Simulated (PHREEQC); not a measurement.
Make-up at 25 °C: 0.0031 mol HBr, 0.033 mol CuSO4 and 0.0036 mol KCl per kg of water. Closed to the air; pH follows from the charge balance.

Model: ion-association model, wateq4f.dat, run in PHREEQC.

Question: The ionic strength comes out as 0.0850 mol/kgw. What activity coefficients do HSO4-, Cu+2, Cl-, CuCl+, SO4-2 get?

Answer: HSO4- 0.79, Cu+2 0.42, Cl- 0.78, CuCl+ 0.78, SO4-2 0.39.

No solid was allowed to form. Species that the database lacks are ignored.
